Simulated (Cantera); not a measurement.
Feed: 1 mol CH3OH, 0.29 mol O2, a varied amount of H2, at 623.15 K and 0.0260 bar.

Equilibrium computed with Cantera from the NASA thermochemical tables; the gas is ideal and each condensed phase is pure. Candidate condensed phases: C, C6H6, C7H8, C8H18, H2O; 110 gas species. The numbers say what is thermodynamically allowed, not how fast it happens.

x: gas mole fraction; nothing condenses.

```
n(H2) (mol)   x H2  x H2O   x CH4     x CO2      x CO   x C2H6
-----------  -----  -----  ------  --------  --------  -------
2.4          0.427  0.311   0.209    0.0504   0.00326  1.01e-7
2.7          0.446  0.307   0.204       ___       ___      ___
3.1          0.472  0.300   0.197       ___       ___      ___
3.6          0.504  0.288   0.187    0.0197   0.00163  6.81e-8
4.1          0.536  0.273   0.176    0.0132   0.00122  5.69e-8
4.7          0.573  0.255   0.163   0.00815  0.000864  4.58e-8
5.4          0.611  0.234   0.149   0.00482  0.000595  3.58e-8
6.2          0.650  0.212   0.135   0.00280  0.000406  2.75e-8
7.1          0.686  0.191   0.121   0.00164  0.000279  2.10e-8
8.1          0.719  0.171   0.108  0.000979  0.000194  1.61e-8
9.3          0.751  0.152  0.0962  0.000576  0.000134  1.21e-8
11           0.786  0.131  0.0829  0.000307   8.71e-5  8.61e-9
```

Task: Some entries are withheld; supply them.

Result: 
- 3.1, x CO2: 0.0295
- 3.1, x CO: 0.00219
- 3.1, x C2H6: 8.08e-8
- 2.7, x CO2: 0.0402
- 2.7, x CO: 0.00276
- 2.7, x C2H6: 9.20e-8
